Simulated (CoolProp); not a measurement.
Vapour-liquid equilibrium of fluoroethane (R161) (1) + R227EA (2) at 0.000496 MPa; x and y are mole fractions of (1).

Model: multi-fluid Helmholtz-energy mixture model, Wu 2012 and Lemmon 2016; pair parameters Bell 2016, in CoolProp.

```
x     bubble temperature (°C)  y at the bubble point  dew temperature at overall composition x (°C)  liquid density (mol/L)
----  -----------------------  ---------------------  ---------------------------------------------  ----------------------
0.05                    -95.3                  0.085                                          -95.2                   10.79
0.2                     -97.7                  0.439                                          -95.9                   11.68
0.35                   -101.4                  0.736                                          -96.9                   12.71
0.5                    -105.1                  0.886                                          -98.2                   13.87
0.65                   -107.9                  0.951                                         -100.1                   15.18
0.8                    -109.9                  0.980                                         -102.7                   16.67
0.95                   -111.4                  0.996                                         -107.8                   18.41
```

No azeotrope shows between x = 0.05 and 0.95.

Pair parameters are fitted to limited data, so mixtures are less certain than the pure fluids.
